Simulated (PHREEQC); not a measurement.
Consider water at 25 °C with 0.0071 mol Cu(BF4)2, 0.0023 mol HNO3 and 0.3 mol H3BO3 per kg of water. Closed to the air; pH follows from the charge balance.

All values are PHREEQC results (ion-association model, phreeqc.dat), not measurements.

```yaml
pH: 2.41
ionic_strength: 0.0257 mol/kgw
activity_of_water: 0.994
total_alkalinity: -44.9 meq/kg
```

```tsv
species	molality	activity	log γ
H3BO3	0.298	0.300	0.003
BF4-	0.0102	0.00874	-0.066
Cu+2	0.00708	0.00400	-0.248
H+	0.00440	0.00387	-0.055
BF2(OH)2-	0.00296	0.00253	-0.066
BF3OH-	0.00285	0.00244	-0.066
NO3-	0.00230	0.00196	-0.071
HF	0.00130	0.00131	0.003
F-	0.000264	0.000226	-0.069
BF(OH)3-	3.14e-5	2.69e-5	-0.066
CuF+	1.91e-5	1.64e-5	-0.066
```

Precipitation was switched off in this run. Real BF4- forms and hydrolyses slowly; the run takes it at equilibrium.
